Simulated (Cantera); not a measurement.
# Stirred combustor or abatement burner

A perfectly stirred reactor is fed with H2 : O2 : N2 = 1 : 0.909 : 3.42 (molar parts), equivalence ratio 0.55, at 1.01 bar; it is adiabatic with a 350 K inlet, and is followed from long to short residence time, starting on the burning branch (τ in s: 0.25, 0.1, 0.042, 0.017, 0.0071, 0.0029, 0.0012, 0.00049, 0.0002, 8.3e-05, 3.4e-05).

Detailed kinetics in Cantera: the H2/O2 subset of GRI-Mech 3.0, which has no nitrogen chemistry.

```json
[
 {"τ (s)": "0.25", "T (K)": "1785", "x H2": "0.000119", "x O2": "0.0844", "x H2O2": "9.09e-8", "x OH": "0.00123", "x O": "9.02e-5", "x HO2": "1.31e-6", "x H": "9.83e-6"},
 {"τ (s)": "0.10", "T (K)": "1782", "x H2": "0.000208", "x O2": "0.0843", "x H2O2": "1.27e-7", "x OH": "0.00160", "x O": "0.000155", "x HO2": "1.95e-6", "x H": "2.22e-5"},
 {"τ (s)": "0.042", "T (K)": "1778", "x H2": "0.000364", "x O2": "0.0842", "x H2O2": "1.80e-7", "x OH": "0.00209", "x O": "0.000270", "x HO2": "3.07e-6", "x H": "5.12e-5"},
 {"τ (s)": "0.017", "T (K)": "1771", "x H2": "0.000657", "x O2": "0.0840", "x H2O2": "2.60e-7", "x OH": "0.00277", "x O": "0.000488", "x HO2": "5.14e-6", "x H": "0.000125"},
 {"τ (s)": "0.0071", "T (K)": "1760", "x H2": "0.00116", "x O2": "0.0838", "x H2O2": "3.71e-7", "x OH": "0.00362", "x O": "0.000864", "x HO2": "8.44e-6", "x H": "0.000297"},
 {"τ (s)": "0.0029", "T (K)": "1742", "x H2": "0.00205", "x O2": "0.0837", "x H2O2": "5.35e-7", "x OH": "0.00466", "x O": "0.00153", "x HO2": "1.37e-5", "x H": "0.000710"},
 {"τ (s)": "0.0012", "T (K)": "1712", "x H2": "0.00353", "x O2": "0.0836", "x H2O2": "7.82e-7", "x OH": "0.00579", "x O": "0.00260", "x HO2": "2.12e-5", "x H": "0.00163"},
 {"τ (s)": "0.00049", "T (K)": "1662", "x H2": "0.00592", "x O2": "0.0839", "x H2O2": "1.21e-6", "x OH": "0.00681", "x O": "0.00423", "x HO2": "3.11e-5", "x H": "0.00358"},
 {"τ (s)": "0.00020", "T (K)": "1586", "x H2": "0.00968", "x O2": "0.0850", "x H2O2": "2.07e-6", "x OH": "0.00732", "x O": "0.00630", "x HO2": "4.34e-5", "x H": "0.00726"},
 {"τ (s)": "8.3e-5", "T (K)": "1476", "x H2": "0.0162", "x O2": "0.0882", "x H2O2": "3.93e-6", "x OH": "0.00692", "x O": "0.00802", "x HO2": "5.87e-5", "x H": "0.0129"},
 {"τ (s)": "3.4e-5", "T (K)": "1298", "x H2": "0.0368", "x O2": "0.0998", "x H2O2": "8.25e-6", "x OH": "0.00492", "x O": "0.00681", "x HO2": "8.77e-5", "x H": "0.0179"}
]
```
x: mole fraction; the columns are a selection and need not sum to one.
